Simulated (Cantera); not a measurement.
A Cantera script and what it prints.

```python
import numpy as np
import cantera as ct

gas_names = """
    CL CL2 H HCL H2 N NH NH2 NH3 N2 N2H2 N2H4 Si SiCL SiCL2 SiCL3 SiCL4 SiH SiHCL3 SiH2 SiH2CL2 SiH3
    SiH3CL SiH4 SiN Si2 Si2N Si3
""".split()
cond_names = """
    NH4CL(a) NH4CL(b) Si(cr) Si(L) Si3N4(a)
""".split()


# ... load() reads the species with a 1 bar reference pressure and builds the phases ...
atoms = {
    'SiHCl3': {'Si': 1, 'H': 1, 'CL': 3},
    'N2': {'N': 2},
}
top_T = {'Si3N4(a)': 2400}  # K; cautious upper limits of use, not melting points


# ... equilibrate(T, P, feed) seeds the gas with the atoms and calls Mixture.equilibrate('TP', solver="vcs", rtol=1e-11, max_steps=5000) ...
results = []
feed = {'SiHCl3': 1, 'N2': 2.4}  # mol
T = 725  # K
P = 10  # Pa
mix = equilibrate(T, P, feed)
results.append((T, P, feed, dict(zip(mix.species_names, mix.species_moles))))
print(gas.report(threshold=0.001))
for i in range(1, mix.n_phases):
    print(f"{mix.phase(i).name:16s} {mix.phase_moles(i):12.5e} mol")
```

Output:

```
       temperature   725 K
          pressure   10 Pa
           density   8.5247e-05 kg/m^3
  mean mol. weight   51.387 kg/kmol
   phase of matter   gas

                          1 kg             1 kmol
                     ---------------   ---------------
          enthalpy       -2.0871e+06       -1.0725e+08  J
   internal energy       -2.2044e+06       -1.1328e+08  J
           entropy              6458        3.3186e+05  J/K
    Gibbs function       -6.7691e+06       -3.4785e+08  J
 heat capacity c_p            823.29             42306  J/K
 heat capacity c_v            661.48             33992  J/K

                      mass frac. Y      mole frac. X     chem. pot. / RT
                     ---------------   ---------------   ---------------
               HCL           0.15019           0.21169            -49.61
                H2         0.0013794           0.03516           -29.328
                N2           0.32413           0.59456           -33.836
             SiCL4           0.52428           0.15858           -164.29
     [  +24 minor]        2.2898e-05        8.6947e-06

NH4CL(b)          0.00000e+00 mol
Si(cr)            0.00000e+00 mol
Si3N4(a)          1.45883e-01 mol
```

Equilibrium computed with Cantera from the NASA thermochemical tables; the gas is ideal and each condensed phase is pure. N2 is the only nitrogen source here; it is nearly inert below about 1500 K, so the nitride shown seldom forms there in practice.
